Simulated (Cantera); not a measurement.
Feed: 1 mol Nb₂O₅, 21 mol H₂, 1.9 mol H₂O, equilibrated at 75.0 Torr.

Method: chemical equilibrium by Gibbs-energy minimisation in Cantera with the NASA 1993 tables (ideal gas, pure condensed phases). Candidate condensed phases: H₂O, Nb, NbO, NbO₂, Nb₂O₅; 12 gas species. Mutual solubility and eutectic melting of coexisting phases are not modelled. Condensed phases not in the tables: the oxides between NbO₂ and Nb₂O₅. Rates play no part.

log p: log10 of the partial pressure in bar; n: condensed amount in mol.

```json
[
 {"T (K)": "925", "log p H₂": "-1.04", "log p H₂O": "-2.08", "log p H": "-10.10", "log p NbO₂": "<-13", "n Nb₂O₅(s)": "1.00", "n NbO₂(s)": "0"},
 {"T (K)": "1025", "log p H₂": "-1.04", "log p H₂O": "-2.08", "log p H": "-8.88", "log p NbO₂": "<-13", "n Nb₂O₅(s)": "1.00", "n NbO₂(s)": "0"},
 {"T (K)": "1125", "log p H₂": "-1.04", "log p H₂O": "-2.08", "log p H": "-7.87", "log p NbO₂": "<-13", "n Nb₂O₅(s)": "1.00", "n NbO₂(s)": "0"},
 {"T (K)": "1225", "log p H₂": "-1.04", "log p H₂O": "-2.08", "log p H": "-7.03", "log p NbO₂": "<-13", "n Nb₂O₅(s)": "1.00", "n NbO₂(s)": "0"},
 {"T (K)": "1325", "log p H₂": "-1.04", "log p H₂O": "-2.08", "log p H": "-6.31", "log p NbO₂": "-12.97", "n Nb₂O₅(s)": "1.00", "n NbO₂(s)": "0"},
 {"T (K)": "1425", "log p H₂": "-1.04", "log p H₂O": "-2.08", "log p H": "…", "log p NbO₂": "…", "n Nb₂O₅(s)": "1.00", "n NbO₂(s)": "0"},
 {"T (K)": "1525", "log p H₂": "-1.04", "log p H₂O": "-2.03", "log p H": "-5.15", "log p NbO₂": "-9.89", "n Nb₂O₅(s)": "0.742", "n NbO₂(s)": "0.516"},
 {"T (K)": "1625", "log p H₂": "-1.06", "log p H₂O": "-1.90", "log p H": "-4.68", "log p NbO₂": "-8.71", "n Nb₂O₅(s)": "0", "n NbO₂(s)": "2.00"},
 {"T (K)": "1725", "log p H₂": "-1.06", "log p H₂O": "-1.90", "log p H": "-4.26", "log p NbO₂": "-7.67", "n Nb₂O₅(s)": "0", "n NbO₂(s)": "2.00"},
 {"T (K)": "1825", "log p H₂": "-1.06", "log p H₂O": "-1.90", "log p H": "-3.89", "log p NbO₂": "-6.75", "n Nb₂O₅(s)": "0", "n NbO₂(s)": "2.00"},
 {"T (K)": "1925", "log p H₂": "-1.06", "log p H₂O": "-1.90", "log p H": "-3.55", "log p NbO₂": "-5.93", "n Nb₂O₅(s)": "0", "n NbO₂(s)": "2.00"},
 {"T (K)": "2025", "log p H₂": "-1.06", "log p H₂O": "-1.90", "log p H": "…", "log p NbO₂": "…", "n Nb₂O₅(s)": "0", "n NbO₂(s)": "2.00"},
 {"T (K)": "2125", "log p H₂": "-1.06", "log p H₂O": "-1.90", "log p H": "-2.97", "log p NbO₂": "-4.53", "n Nb₂O₅(s)": "0", "n NbO₂(s)": "1.99"}
]
```

What belongs in the gaps?


- 1425, log p H: -5.68
- 1425, log p NbO₂: -11.30
- 2025, log p H: -3.25
- 2025, log p NbO₂: -5.20
